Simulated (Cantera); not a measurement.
Mixture: 8.63 % CH₄, 15.7 % O₂, 70.6 % N₂, 5.09 % H₂O, at 101000 Pa, adiabatic and at constant volume. Ignition delay is the time to a rise of 400 K.

Computed with Cantera and GRI-Mech 3.0 (53 species, 325 reactions).

**Question.** Predict: delay at 1150 K; delay at 1225 K; delay at 1300 K; delay at 1375 K; delay at 1450 K; delay at 1525 K; delay at 1600 K; apparent activation energy between 1450 and 1600 K.

**Answer.** 
```
Property                                                 Value
--------------------------------------------------  ----------
delay at 1150 K                                        0.125 s
delay at 1225 K                                        43.0 ms
delay at 1300 K                                        15.8 ms
delay at 1375 K                                        6.18 ms
delay at 1450 K                                        2.57 ms
delay at 1525 K                                        1.15 ms
delay at 1600 K                                       0.556 ms
apparent activation energy between 1450 and 1600 K  200 kJ/mol
```
